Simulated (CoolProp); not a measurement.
Methanol at 298.15 K and 1.27 MPa flows at 1.3 m/s in a round tube of 20 mm bore and 1.5 µm roughness, fully developed (64/Re and Nu = 3.66 if laminar; Colebrook and Gnielinski if turbulent). Each further row changes one setting.

The numbers come from the reference Helmholtz-energy equation of state, de Reuck 1993 in CoolProp.

| case | Reynolds number | Darcy friction factor | pressure drop (Pa/m) | heat-transfer coefficient (W/(m² K)) | mass flow (kg/h) |
|---|---|---|---|---|---|
| as stated | 37400 | 0.0225 | 750 | 2570 | 1160 |
| velocity 2.6 m/s | 74800 | 0.0195 | 2590 | 4710 | 2320 |
| diameter 40 mm | 74800 | 0.0193 | 321 | 2340 | 4630 |

Viscosity comes from a separate model (Xiang 2006). Thermal conductivity comes from a separate model (Sykioti 2013).
